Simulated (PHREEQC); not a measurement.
Dissolve 0.54 mol MgSO4, 0.073 mol Na2SO4 and 5.5e-05 mol H4SiO4 per kg of water at 20 °C. Closed to the air; pH follows from the charge balance.

All values are PHREEQC results (Pitzer model, pitzer.dat), not measurements.

Each row changes one thing in this solution. This is a speciation only: nothing precipitates in the calculation.

```json
[
 {"case": "as made", "pH": "6.70", "HSO4- (mol/kgw)": "6.47e-7", "H3SiO4- (mol/kgw)": "1.50e-7", "SI of SiO2(a) (SiO2)": "-1.47", "SI of Mirabilite (Na2SO4:10H2O)": "-2.29"},
 {"case": "Na2SO4 from 0.073 to 0.0365 mol/kgw", "pH": "6.69", "HSO4- (mol/kgw)": "6.34e-7", "H3SiO4- (mol/kgw)": "…", "SI of SiO2(a) (SiO2)": "-1.47", "SI of Mirabilite (Na2SO4:10H2O)": "-2.89"},
 {"case": "MgSO4 left out", "pH": "7.13", "HSO4- (mol/kgw)": "1.53e-7", "H3SiO4- (mol/kgw)": "1.38e-7", "SI of SiO2(a) (SiO2)": "-1.55", "SI of Mirabilite (Na2SO4:10H2O)": "-2.30"},
 {"case": "MgSO4 replaced by Li2SO4 at the same molality", "pH": "7.20", "HSO4- (mol/kgw)": "5.51e-7", "H3SiO4- (mol/kgw)": "…", "SI of SiO2(a) (SiO2)": "…", "SI of Mirabilite (Na2SO4:10H2O)": "-2.25"},
 {"case": "temperature from 20 to 75 °C", "pH": "6.17", "HSO4- (mol/kgw)": "9.99e-6", "H3SiO4- (mol/kgw)": "1.92e-7", "SI of SiO2(a) (SiO2)": "-1.88", "SI of Mirabilite (Na2SO4:10H2O)": "-4.00"}
]
```

**Question.** Fill in the missing entries.

**Answer.** 
- Na2SO4 from 0.073 to 0.0365 mol/kgw, H3SiO4- (mol/kgw): 1.46e-7
- MgSO4 replaced by Li2SO4 at the same molality, H3SiO4- (mol/kgw): 4.01e-7
- MgSO4 replaced by Li2SO4 at the same molality, SI of SiO2(a) (SiO2): -1.44

Species that the database lacks are ignored. In brines, pH and single-ion activities rest on the MacInnes convention. Constants without temperature data keep their 25 °C values here.
